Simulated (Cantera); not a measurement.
**Silicon epitaxy and polysilicon growth: SiHCl3 + HCl + H2**

A closed system holds: 1 mol SiHCl3, a varied amount of HCl, 190 mol H2, held at 100000 Pa.

Method: chemical equilibrium by Gibbs-energy minimisation in Cantera with the NASA 1993 tables (ideal gas, pure condensed phases). Candidate condensed phases: Si; 19 gas species. The tables' values for SiCl3 are old estimates. Kinetics and transport are ignored.

Problem. Map the stable condensed phases over T = 825, 900, 975, 1050, 1125, 1200, 1275, 1350, 1425, 1500, 1575 K and n(HCl) in mol = 0.5, 0.62, 0.77, 0.95, 1.2, 1.4, 1.8, 2.2, 2.7, 3.3.

Solution. 
```
T in K \ n(HCl) in mol
          0.5 0.62 0.77 0.95  1.2  1.4  1.8  2.2  2.7  3.3
   1575     A    A    A    A    A    A    A    A    A    A
   1500     A    A    A    A    A    A    A    A    A    A
   1425     A    A    A    A    A    A    A    A    A    A
   1350     A    A    A    A    A    A    A    A    A    A
   1275     A    A    A    A    A    A    A    A    A    A
   1200     A    A    A    A    A    A    A    A    A    A
   1125     A    A    A    A    A    A    A    A    B    B
   1050     A    A    A    A    A    A    B    B    B    B
    975     A    A    A    B    B    B    B    B    B    B
    900     A    B    B    B    B    B    B    B    B    B
    825     B    B    B    B    B    B    B    B    B    B
```
A: Si; B: gas only.
